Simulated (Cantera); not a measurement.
A closed system holds: 1 mol Si, 1.2 mol HCl, 19 mol H2, at 1098 K and 0.133 bar.

Method: chemical equilibrium by Gibbs-energy minimisation in Cantera with the NASA 1993 tables (ideal gas, pure condensed phases). Candidate condensed phases: Si; 19 gas species. The tables' values for SiCl3 are old estimates; treat these amounts as uncertain. Equilibrium is a limit: real reactors are often held back by kinetics, nucleation or transport.

Base state: H2 0.968, HCl 0.0206, SiCl4 0.00581, SiHCl3 0.00398, SiCl2 0.000888, SiCl3 0.000606, SiH2Cl2 0.000326 (mole fractions); condensed: Si(s).

Problem. What changes in the equilibrium state with this change: temperature from 1098 K to 573.15 K?

Solution. 
```json
[
 {"species": "H2", "before": "0.968", "after": "0.983"},
 {"species": "SiCl4", "before": "0.00581", "after": "0.00953"},
 {"species": "SiHCl3", "before": "0.00398", "after": "0.00726"},
 {"species": "HCl", "before": "0.0206", "after": "1.83e-5"},
 {"species": "SiCl2", "before": "0.000888", "after": "<1e-9"},
 {"species": "SiCl3", "before": "0.000606", "after": "2.32e-8"},
 {"species": "SiH2Cl2", "before": "0.000326", "after": "0.000254"},
 {"species": "Si(s), mol", "before": "0.768", "after": "0.661"}
]
```
